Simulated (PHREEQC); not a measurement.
A PHREEQC speciation (ion-association model, phreeqc.dat) at 25 °C gives pH 1.74 and these molalities:

| species | mol/kgw |
|---|---|
| SO4-2 | 0.0272 |
| Cu+2 | 0.0267 |
| H+ | 0.0225 |
| HSO4- | 0.0215 |
| CuSO4 | 0.0183 |

**Question.** What are the element totals, and what could have been dissolved in 1 kg of water to give them?

**Answer.** Several could match; the one computed here: totals Cu(2) 0.0450, S(6) 0.0670 mol/kgw, from 0.022 mol/kgw H2SO4 and 0.045 mol/kgw CuSO4.

No solid was allowed to form. Complexes and solids missing from the database can't appear.
